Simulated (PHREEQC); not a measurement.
Na3PO4 is added in steps, without added water, to 1 kg of water holding 0.08 mol/kgw HBr, 5e-05 mol/kgw NaCl and 0.024 mol/kgw KCl, at 25 °C. Oxygen is held at 0.21 atm. The system is closed to CO2. The run lets Halite precipitate or redissolve, and no other solid.

Base run: PHREEQC, ion-association model, wateq4f.dat. Each further column changes one thing. The table gives H3PO4 (mol/kgw).

```
Na3PO4 added (mol)      base  metal-ligand complexes left out  all activity coefficients set to 1  Debye-Hückel limiting law  database phreeqc.dat
------------------  --------  -------------------------------  ----------------------------------  -------------------------  --------------------
0                          0                                0                                   0                          0                     0
0.01                 0.00828                          0.00828                             0.00880                    0.00777               0.00828
0.015                 0.0117                           0.0117                              0.0126                     0.0108                0.0117
0.025                 0.0146                           0.0146                              0.0165                     0.0130                0.0146
0.03                  0.0123                           0.0123                              0.0139                     0.0109                0.0123
0.04                0.000144                         0.000138                            0.000123                   0.000157              0.000144
0.05                 8.03e-7                          7.31e-7                             5.24e-7                    1.15e-6               8.03e-7
0.055                3.79e-7                          3.44e-7                             2.46e-7                    5.63e-7               3.79e-7
0.065                8.46e-8                          7.64e-8                             5.45e-8                    1.35e-7               8.47e-8
0.07                 3.18e-8                          2.87e-8                             2.04e-8                    5.24e-8               3.19e-8
0.08                1.91e-11                         2.15e-11                            4.74e-12                   7.40e-11              2.60e-11
```

H3PO4, which wateq4f.dat lacks, is added to it with the constant of phreeqc.dat.  phreeqc.dat and wateq4f.dat share most of their constants, so their agreement is no independent check. Solids allowed in the column 'database phreeqc.dat': Halite, Sylvite.
